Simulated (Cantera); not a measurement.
Equilibrium for silicon carbide growth: SiH₂Cl₂ + C₃H₈ + H₂ + CH₄

Feed: 1 mol SiH₂Cl₂, 0.028 mol C₃H₈, 5.4 mol H₂, 0.049 mol CH₄, equilibrated at 2575 K and 84.0 mbar.

Equilibrium computed with Cantera from the NASA thermochemical tables; the gas is ideal and each condensed phase is pure. Candidate condensed phases: C, C₆H₆, C₇H₈, C₈H₁₈, Si, SiC; 109 gas species. The tables' values for SiCl, SiCl₃ are old estimates; treat these amounts as uncertain. Gases not in the tables: Si₂H₆ and higher silanes. The numbers say what is thermodynamically allowed, not how fast it happens.

The x(H₂) comes out as 0.633 and the x(HCl) is 0.149. The x(H) comes out as 0.0951, the x(Si) is 0.0547 and the x(SiCl₂) comes out as 0.0273. The x(Cl) comes out as 0.0157 and the x(SiCl) is 0.0102. The x(Si₂C) comes out as 0.00718. The x(SiH) is 0.00298. The gas amount is 8.721 mol and the log10 activity of Si(l) (absent) is -0.25. The log10 activity of C(graphite) (absent) is -0.41.
